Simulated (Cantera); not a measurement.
# Pyrogenic steam for wet oxidation

An isothermal, constant-pressure homogeneous reactor starts with H2 : O2 : N2 = 1 : 1 : 2.3 (molar parts), at 800 K and 0.470 bar.

Model: GRI-Mech 3.0 (53 species, 325 reactions), integrated in Cantera. Below about 950 K walls govern HO2 and H2O2 in real vessels. The temperature is held fixed by assumption; the heat of reaction is taken as removed at once.

```json
[
 {"t (s)": "4.00e-5", "x H2": "0.233", "x O2": "0.233", "x N2O": "<1e-12", "x NO": "<1e-12", "x OH": "<1e-12", "x HO2": "1.37e-12", "x H2O2": "<1e-12"},
 {"t (s)": "0.000131", "x H2": "0.233", "x O2": "0.233", "x N2O": "<1e-12", "x NO": "<1e-12", "x OH": "<1e-12", "x HO2": "5.47e-12", "x H2O2": "<1e-12"},
 {"t (s)": "0.000428", "x H2": "0.233", "x O2": "0.233", "x N2O": "<1e-12", "x NO": "<1e-12", "x OH": "<1e-12", "x HO2": "1.92e-11", "x H2O2": "<1e-12"},
 {"t (s)": "0.00140", "x H2": "0.233", "x O2": "0.233", "x N2O": "<1e-12", "x NO": "<1e-12", "x OH": "<1e-12", "x HO2": "6.44e-11", "x H2O2": "<1e-12"},
 {"t (s)": "0.00458", "x H2": "0.233", "x O2": "0.233", "x N2O": "<1e-12", "x NO": "<1e-12", "x OH": "<1e-12", "x HO2": "2.12e-10", "x H2O2": "2.01e-12"},
 {"t (s)": "0.0150", "x H2": "0.233", "x O2": "0.233", "x N2O": "<1e-12", "x NO": "<1e-12", "x OH": "<1e-12", "x HO2": "7.02e-10", "x H2O2": "2.17e-11"},
 {"t (s)": "0.0490", "x H2": "0.233", "x O2": "0.233", "x N2O": "<1e-12", "x NO": "<1e-12", "x OH": "<1e-12", "x HO2": "2.36e-9", "x H2O2": "2.34e-10"},
 {"t (s)": "0.160", "x H2": "0.233", "x O2": "0.233", "x N2O": "<1e-12", "x NO": "<1e-12", "x OH": "<1e-12", "x HO2": "8.51e-9", "x H2O2": "2.66e-9"},
 {"t (s)": "0.524", "x H2": "0.233", "x O2": "0.233", "x N2O": "<1e-12", "x NO": "<1e-12", "x OH": "<1e-12", "x HO2": "3.99e-8", "x H2O2": "3.58e-8"},
 {"t (s)": "1.71", "x H2": "0.233", "x O2": "0.233", "x N2O": "<1e-12", "x NO": "<1e-12", "x OH": "1.08e-12", "x HO2": "3.16e-7", "x H2O2": "8.95e-7"},
 {"t (s)": "5.61", "x H2": "0.233", "x O2": "0.233", "x N2O": "<1e-12", "x NO": "<1e-12", "x OH": "1.35e-11", "x HO2": "1.25e-6", "x H2O2": "1.79e-5"},
 {"t (s)": "18.3", "x H2": "0.231", "x O2": "0.232", "x N2O": "1.43e-11", "x NO": "<1e-12", "x OH": "2.11e-10", "x HO2": "4.77e-6", "x H2O2": "0.000298"},
 {"t (s)": "60.0", "x H2": "0.204", "x O2": "0.220", "x N2O": "2.05e-10", "x NO": "<1e-12", "x OH": "9.53e-10", "x HO2": "9.17e-6", "x H2O2": "0.00114"}
]
```
x: mole fraction; the columns are a selection and need not sum to one.

Equilibrium at this temperature and pressure: H2 <1e-12, O2 0.132, N2O 9.03e-11, NO 1.40e-6, OH 1.53e-9, HO2 1.62e-11, H2O2 7.59e-12 (gas phase only).
